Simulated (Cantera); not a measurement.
A Cantera script and what it prints.

```python
import numpy as np
import cantera as ct

gas_names = [...]  # 136 gases of nasa_gas.yaml made of C, H, N, O
cond_names = """
    C(gr) C6H6(L) C7H8(L) C8H18(L),n-octa H2O(s) H2O(L)
""".split()


# ... load() reads the species with a 1 bar reference pressure and builds the phases ...
atoms = {
    'C2H6': {'C': 2, 'H': 6},
    'CO2': {'C': 1, 'O': 2},
    'N2': {'N': 2},
}
top_T = {'C(gr)': 4500}  # K; cautious upper limits of use, not melting points


# ... equilibrate(T, P, feed) seeds the gas with the atoms and calls Mixture.equilibrate('TP', solver="vcs", rtol=1e-11, max_steps=5000) ...
results = []
feed = {'C2H6': 1, 'CO2': 5.5, 'N2': 28}  # mol
for P in [10, 72, 520, 3700, 27000, 190000, 1400000, 10000000]:
    for T in [898, 998, 1098, 1198, 1298, 1398, 1498, 1598, 1698, 1798, 1898, 1998, 2098, 2198]:
        mix = equilibrate(T, P, feed)
        results.append((T, P, feed, dict(zip(mix.species_names, mix.species_moles))))

for T, P, feed, n in results:
    print(f"{T:7g} {P:10.4g}  " + (" + ".join(c for c in cond_names if n.get(c, 0) > 1e-12) or "gas only"))
```

Result:

```
    898         10  gas only
    998         10  gas only
   1098         10  gas only
   1198         10  gas only
   1298         10  gas only
   1398         10  gas only
   1498         10  gas only
   1598         10  gas only
   1698         10  gas only
   1798         10  gas only
   1898         10  gas only
   1998         10  gas only
   2098         10  gas only
   2198         10  gas only
    898         72  gas only
    998         72  gas only
   1098         72  gas only
   1198         72  gas only
   1298         72  gas only
   1398         72  gas only
   1498         72  gas only
   1598         72  gas only
   1698         72  gas only
   1798         72  gas only
   1898         72  gas only
   1998         72  gas only
   2098         72  gas only
   2198         72  gas only
    898        520  gas only
    998        520  gas only
   1098        520  gas only
   1198        520  gas only
   1298        520  gas only
   1398        520  gas only
   1498        520  gas only
   1598        520  gas only
   1698        520  gas only
   1798        520  gas only
   1898        520  gas only
   1998        520  gas only
   2098        520  gas only
   2198        520  gas only
    898       3700  gas only
    998       3700  gas only
   1098       3700  gas only
   1198       3700  gas only
   1298       3700  gas only
   1398       3700  gas only
   1498       3700  gas only
   1598       3700  gas only
   1698       3700  gas only
   1798       3700  gas only
   1898       3700  gas only
   1998       3700  gas only
   2098       3700  gas only
   2198       3700  gas only
    898    2.7e+04  gas only
    998    2.7e+04  gas only
   1098    2.7e+04  gas only
   1198    2.7e+04  gas only
   1298    2.7e+04  gas only
   1398    2.7e+04  gas only
   1498    2.7e+04  gas only
   1598    2.7e+04  gas only
   1698    2.7e+04  gas only
   1798    2.7e+04  gas only
   1898    2.7e+04  gas only
   1998    2.7e+04  gas only
   2098    2.7e+04  gas only
   2198    2.7e+04  gas only
    898    1.9e+05  C(gr)
    998    1.9e+05  gas only
   1098    1.9e+05  gas only
   1198    1.9e+05  gas only
   1298    1.9e+05  gas only
   1398    1.9e+05  gas only
   1498    1.9e+05  gas only
   1598    1.9e+05  gas only
   1698    1.9e+05  gas only
   1798    1.9e+05  gas only
   1898    1.9e+05  gas only
   1998    1.9e+05  gas only
   2098    1.9e+05  gas only
   2198    1.9e+05  gas only
    898    1.4e+06  C(gr)
    998    1.4e+06  C(gr)
   1098    1.4e+06  gas only
   1198    1.4e+06  gas only
   1298    1.4e+06  gas only
   1398    1.4e+06  gas only
   1498    1.4e+06  gas only
   1598    1.4e+06  gas only
   1698    1.4e+06  gas only
   1798    1.4e+06  gas only
   1898    1.4e+06  gas only
   1998    1.4e+06  gas only
   2098    1.4e+06  gas only
   2198    1.4e+06  gas only
    898      1e+07  C(gr)
    998      1e+07  C(gr)
   1098      1e+07  C(gr)
   1198      1e+07  gas only
   1298      1e+07  gas only
   1398      1e+07  gas only
   1498      1e+07  gas only
   1598      1e+07  gas only
   1698      1e+07  gas only
   1798      1e+07  gas only
   1898      1e+07  gas only
   1998      1e+07  gas only
   2098      1e+07  gas only
   2198      1e+07  gas only
```

These are equilibrium values from Cantera (NASA tables, ideal gas, pure condensed phases), not measurements of a reactor. The ideal-gas law is rough above about 30 bar.
